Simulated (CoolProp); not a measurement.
Vapour-liquid equilibrium of R245fa (1) + n-pentane (2) at 293.4 K; x and y are mole fractions of (1).

The numbers come from the multi-fluid Helmholtz-energy mixture model, Akasaka 2015 and Thol 2019; pair parameters Bell 2016 in CoolProp.

| x | bubble pressure (MPa) | y at the bubble point | dew pressure at overall composition x (MPa) | liquid density (mol/L) |
|---|---|---|---|---|
| 0.05 | 0.09272 | 0.402 | 0.06002 | 8.698 |
| 0.15 | 0.1302 | 0.597 | 0.06677 | 8.751 |
| 0.25 | 0.1442 | 0.649 | 0.07518 | 8.818 |
| 0.35 | 0.1486 | 0.667 | 0.08591 | 8.903 |
| 0.45 | 0.1497 | 0.673 | 0.1000 | 9.009 |
| 0.55 | 0.1502 | 0.676 | 0.1191 | 9.139 |
| 0.65 | 0.1506 | 0.684 | 0.1444 | 9.297 |
| 0.75 | 0.1504 | 0.705 | 0.1477 | 9.483 |
| 0.85 | 0.1473 | 0.755 | 0.1386 | 9.700 |
| 0.95 | 0.1360 | 0.876 | 0.1289 | 9.946 |

y crosses x between x = 0.65 and 0.75: the model has an azeotrope there.

Pair parameters are fitted to limited data, so mixtures are less certain than the pure fluids. With so large a gap from Raoult's law the liquid may split in two, which this calculation doesn't test in full.
